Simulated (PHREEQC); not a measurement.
A made-up water analysis in mmol/kgw, 20 °C, pH 7.47:

```csv
constituent,mmol/kgw
Na,70.2
K,0.0814
Ca,11.4
Mg,0.701
Cl,95.1
S(6),0.689
Alkalinity (meq/kgw),0.0794
Br,0.68
```

Valence states are taken as typed.

Equilibrium calculation in PHREEQC: Pitzer model, pitzer.dat.

This is a speciation only: nothing precipitates in the calculation.

Task: Order these C species by the share of C that they hold, largest first: CO2, HCO3-, CO3-2.

Result: HCO3- (93 %), CO2 (6.4 %), CO3-2 (0.34 %)

The pH is 7.47 and the ionic strength 0.109 mol/kgw.
